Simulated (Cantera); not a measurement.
A closed system holds: 1 mol CH₂F₂, 1.5 mol CH₄, 0.3 mol HCl, equilibrated at 2300 K and 6.40 Pa.

Cantera equilibrium calculation (NASA polynomials, part measured and part estimated; ideal gas, pure solids and liquids). The numbers say what is thermodynamically allowed, not how fast it happens.

```csv
species,before,after
HF,0.275,0.634
H,0.506,0.265
H₂,0.175,0.0480
HCl,0.0134,0.00962
Cl,0.0280,0.0383
CF,1.57e-5,6.92e-5
F,0.000945,0.00415
C₂H₂ (acetylene),0.000756,0.000208
C₂H,9.88e-5,5.17e-5
C,0.000131,0.000131
C₂,2.32e-5,2.32e-5
"C(graphite), mol",2.48,2.49
```
Gas species are given as mole fractions.

Question: Name the change that produced these shifts.
(A) temperature from 2300 K to 3398.15 K
(B) temperature from 2300 K to 1850 K
(C) CH₂F₂ replaced by CH₃F
(D) CH₂F₂ replaced by CF₄

Answer: D, CH₂F₂ replaced by CF₄
